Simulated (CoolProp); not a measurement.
A single-stage vapour-compression cycle with dimethyl ether: evaporating at 211.15 K (dew point), condensing at 281.15 K (bubble point), superheat 2 K, subcooling 5 K, compressor efficiency 0.75, no pressure losses. Each further row changes one setting.

Computed with CoolProp (reference Helmholtz-energy equation of state, Wu 2011).

```tsv
case	cooling COP	pressure ratio	discharge temperature (K)	refrigerating effect (kJ/kg)	volumetric capacity (kJ/m³)
as stated	1.79	24.4	361.5	363	136
evaporating temperature 216.15 K	2.02	17.9	352.8	368	184
condensing temperature 276.15 K	1.97	20.7	353.2	374	141
subcooling 10 K	1.85	24.4	361.5	374	141
superheat 12 K	1.77	24.4	374.2	375	134
compressor efficiency 0.65	1.55	24.4	379.9	363	136
```
